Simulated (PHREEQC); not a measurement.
Make-up at 2.1 °C: 0.00097 mol LiOH, 0.00079 mol Na2SiO3 and 0.052 mol K2CO3 per kg of water. Closed to the air; pH follows from the charge balance.

Equilibrium calculation in PHREEQC: ion-association model, phreeqc.dat.

Each row changes one thing in this solution. Precipitation was switched off in this run.

| case | pH | ionic strength (mol/kgw) |
|---|---|---|
| as made | 12.11 | 0.158 |
| temperature from 2.1 to 45 °C | 10.97 | 0.154 |
| temperature from 2.1 to 90 °C | 10.33 | 0.146 |
| diluted 5-fold with water | 11.70 | [?] |
| Na2SiO3 replaced by H4SiO4 at the same molality | 11.87 | 0.156 |
| temperature from 2.1 to 50 °C | 10.88 | 0.153 |
| Na2SiO3 left out | 11.99 | 0.156 |
| K2CO3 left out | 12.07 | [?] |
| K2CO3 from 0.052 to 0.078 mol/kgw | 12.12 | 0.235 |

### Question
Fill in the missing entries.

### Answer

- diluted 5-fold with water, ionic strength (mol/kgw): 0.0312
- K2CO3 left out, ionic strength (mol/kgw): 0.00256

Constants without temperature data keep their 25 °C values here.
